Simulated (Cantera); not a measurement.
Source: NASA polynomial tables (part measured, part estimated), evaluated in Cantera. Values are per mole of reaction as written; species without (g) are pure solids or liquids, kept so even where they would boil at 1 bar. VN: taken at fixed stoichiometry.

4 NH₃(g) + 3 V₂O₄ = 4 VN + 12 OH(g) + 2 V, with ΔH° = 4069.0 kJ and ΔS° = 1330.6 J/K at 300 K.

Q: How far is the shortcut ΔG° ≈ ΔH°(300 K) − T·ΔS°(300 K) from the full temperature-dependent value at 798, 898, 998, 1098, 1198, 1298, 1398 K?

A: 
```json
[
 {"T (K)": "798", "shortcut (kJ)": "3007.2", "full (kJ)": "3038.6", "difference (kJ)": "-31.5", "difference in log10 K": "2.06"},
 {"T (K)": "898", "shortcut (kJ)": "2874.1", "full (kJ)": "2913.7", "difference (kJ)": "-39.6", "difference in log10 K": "2.30"},
 {"T (K)": "998", "shortcut (kJ)": "2741.1", "full (kJ)": "2789.4", "difference (kJ)": "-48.4", "difference in log10 K": "2.53"},
 {"T (K)": "1098", "shortcut (kJ)": "2608.0", "full (kJ)": "2665.8", "difference (kJ)": "-57.8", "difference in log10 K": "2.75"},
 {"T (K)": "1198", "shortcut (kJ)": "2474.9", "full (kJ)": "2542.8", "difference (kJ)": "-67.9", "difference in log10 K": "2.96"},
 {"T (K)": "1298", "shortcut (kJ)": "2341.9", "full (kJ)": "2420.3", "difference (kJ)": "-78.5", "difference in log10 K": "3.16"},
 {"T (K)": "1398", "shortcut (kJ)": "2208.8", "full (kJ)": "2298.5", "difference (kJ)": "-89.7", "difference in log10 K": "3.35"}
]
```
The shortcut ignores the heat-capacity change of the reaction.
